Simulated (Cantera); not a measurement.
Source: NASA polynomial tables (part measured, part estimated), evaluated in Cantera. Values are per mole of reaction as written; species without (g) are pure solids or liquids, kept so even where they would boil at 1 bar.

a) Pb + Cl₂(g) = PbCl₂(g)
b) 0.6667 Al + Cl₂(g) = 0.6667 AlCl₃(g)
c) Si + Cl₂(g) = SiCl₂(g)
d) 2 K + Cl₂(g) = 2 KCl(g)
e) 0.6667 Fe + Cl₂(g) = 0.6667 FeCl₃(g)

Order these by ΔG° at 950 K, most negative first.

d (-530 kJ), b (-358 kJ), c (-204 kJ), a (-196 kJ), e (-157 kJ)
